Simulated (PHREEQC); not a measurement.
Synthetic water in mg/kgw, 25 °C, pH 6.63, pe 1.1: Na 2.92; K 0.683; Ca 2.64; Mg 0.268; Cl 4.19; S(6) as SO4 5.29; Alkalinity as HCO3 4.14; B 0.00215.

Valence states are taken as typed.

Equilibrium calculation in PHREEQC: ion-association model, phreeqc.dat.

Precipitation was switched off in this run.

Estimate the charge-balance error.

charge-balance error 0.3 %.

In which forms is C present?

HCO3- 66 %, CO2 34 % of the C.

Complexes and solids missing from the database can't appear.
